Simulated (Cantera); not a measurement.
Input (Python, Cantera):

```python
import numpy as np
import cantera as ct

gas = ct.Solution("gri30.yaml")
gas.TPX = 1100, 100000, {'N2O': 1, 'N2': 0.56}
inlet = ct.Reservoir(gas, clone=True)

reactor = ct.IdealGasConstPressureReactor(gas, energy="off", clone=False)
exhaust = ct.Reservoir(gas, clone=True)
tau = [27, 7.7, 2.2, 0.64, 0.18, 0.052, 0.015, 0.0043, 0.0012][0]
for a, b in ((inlet, reactor), (reactor, exhaust)):
    ct.MassFlowController(a, b, mdot=lambda t: reactor.mass / tau)
net = ct.ReactorNet([reactor])
show = ['N2O', 'NO', 'O', 'NO2', 'N2']

rows = []
print(f"{'tau/s':>10s}{'T/K':>9s}" + "".join(f"{s:>11s}" for s in show))
for tau in [27, 7.7, 2.2, 0.64, 0.18, 0.052, 0.015, 0.0043, 0.0012]:
    net.initial_time = 0.0
    net.advance(30 * tau)
    before = gas.X
    net.advance(40 * tau)
    drift = np.max(np.abs(gas.X - before) / (gas.X + 1e-9))
    rows.append([gas.T, *gas[show].X, drift])
    print(f"{tau:10.3e}{gas.T:9.1f}" + "".join(f"{x:11.3e}" for x in gas[show].X))
```

Result:

```
     tau/s      T/K        N2O         NO          O        NO2         N2
 2.700e+01   1100.0  2.124e-01  1.554e-02  1.722e-07  2.135e-04  6.175e-01
 7.700e+00   1100.0  3.880e-01  1.113e-02  2.367e-07  1.512e-04  5.106e-01
 2.200e+00   1100.0  5.335e-01  5.207e-03  2.818e-07  6.901e-05  4.232e-01
 6.400e-01   1100.0  6.044e-01  1.842e-03  3.022e-07  2.274e-05  3.808e-01
 1.800e-01   1100.0  6.301e-01  5.541e-04  3.093e-07  5.508e-06  3.655e-01
 5.200e-02   1100.0  6.378e-01  1.637e-04  3.112e-07  9.754e-07  3.609e-01
 1.500e-02   1100.0  6.401e-01  4.759e-05  3.115e-07  1.186e-07  3.595e-01
 4.300e-03   1100.0  6.408e-01  1.365e-05  3.109e-07  1.120e-08  3.591e-01
 1.200e-03   1100.0  6.410e-01  3.784e-06  3.085e-07  8.979e-10  3.590e-01
```

Model: GRI-Mech 3.0 (53 species, 325 reactions), integrated in Cantera. GRI-Mech 3.0 was tuned for natural gas; its chemistry of N2O as a main component is partial and can be far from experiment. The mechanism lacks the step 2 NO + O2 → 2 NO2, which can matter for NO2 below about 1400 K. The temperature is held fixed by assumption; the heat of reaction is taken as removed at once.
